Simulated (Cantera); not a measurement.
# Ignition delay

Mixture: 13.5 % CH₄, 17.9 % O₂, 59.2 % N₂, 9.42 % H₂O, equivalence ratio 1.5, at 1700000 Pa, adiabatic and at constant volume. Ignition delay is the time to a rise of 400 K.

Detailed kinetics in Cantera: GRI-Mech 3.0 (53 species, 325 reactions). The pressure lies above the range GRI-Mech 3.0 was tuned for (to about 10 atm).

```
T0 (K)  delay (ms)
------  ----------
1300         0.917
1350         0.553
1400         0.340
1450         0.212
1500         0.134
1550        0.0854
1600        0.0549
1650        0.0357
1700        0.0235
```

The apparent activation energy between 1600 and 1700 K comes out as 190 kJ/mol.
